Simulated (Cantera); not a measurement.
A freely propagating, adiabatic, planar premixed flame of CH₄ : CO : O₂ : N₂ = 1 : 0.18 : 2.58 : 9.7 (molar parts), equivalence ratio 0.81, unburnt at 400 K and 2.30 bar; mixture-averaged transport, grid criteria slope 0.08 and curve 0.16, no radiation.

Detailed kinetics in Cantera: GRI-Mech 3.0 (53 species, 325 reactions). Burning velocities carry a grid error of a few per cent, more on coarse grids.

Problem. How do the results move with these cheaper or finer settings: unity-Lewis-number transport; multicomponent transport; multicomponent+Soret transport; grid criteria slope 0.5, curve 1; grid criteria slope 0.25, curve 0.5; grid criteria slope 0.03, curve 0.06?

Solution. 
```csv
setting,laminar burning velocity,thermal thickness,peak x(C₂H),peak x(CH₂),grid points
as above,36.1 cm/s,0.248 mm,2.86e-8,1.74e-5,147
unity-Lewis-number transport,33.0 cm/s,0.244 mm,3.20e-8,1.98e-5,136
multicomponent transport,36.5 cm/s,0.250 mm,2.94e-8,1.76e-5,148
multicomponent+Soret transport,35.7 cm/s,0.253 mm,2.74e-8,1.70e-5,148
"grid criteria slope 0.5, curve 1",39.4 cm/s,0.267 mm,2.63e-8,1.70e-5,34
"grid criteria slope 0.25, curve 0.5",37.5 cm/s,0.254 mm,2.77e-8,1.73e-5,56
"grid criteria slope 0.03, curve 0.06",35.6 cm/s,0.246 mm,2.90e-8,1.74e-5,326
```
The base run took very roughly 10 core-seconds.
Unity Lewis numbers drop preferential diffusion, which matters most where H2 and H carry the flame; Soret adds thermal diffusion.
